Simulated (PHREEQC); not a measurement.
# Nickel, zinc or cadmium bath: an equilibrium model

Dissolve 0.25 mol NiSO4 and 0.12 mol H2SO4 per kg of water at 20 °C. Closed to the air; pH follows from the charge balance.

Computed with PHREEQC (ion-association model, wateq4f.dat).

Each row changes one thing in this solution. No solid was allowed to form.

```csv
case,pH,ionic strength (mol/kgw),HSO4- (mol/kgw),Ni+2 (mol/kgw),NiSO4 (mol/kgw),SO4-2 (mol/kgw),SI of Morenosite (NiSO4:7H2O),SI of Ni(OH)2 (Ni(OH)2)
as made,1.20,0.571,0.156,0.131,0.119,0.0941,-0.77,-9.44
0.0029 mol/kgw CO2 added,1.20,0.571,0.156,0.131,0.119,0.0941,-0.77,-9.44
H2SO4 from 0.12 to 0.108 mol/kgw,1.25,0.559,0.142,0.130,0.120,0.0954,-0.77,-9.35
NiSO4 from 0.25 to 0.275 mol/kgw,1.21,0.603,0.159,0.140,0.134,0.101,-0.72,-9.38
H2SO4 from 0.12 to 0.06 mol/kgw,1.53,0.512,0.0813,0.124,0.126,0.102,-0.75,-8.81
NiSO4 from 0.25 to 0.125 mol/kgw,1.10,0.388,0.137,0.0753,0.0496,0.0584,-1.16,-9.90
```
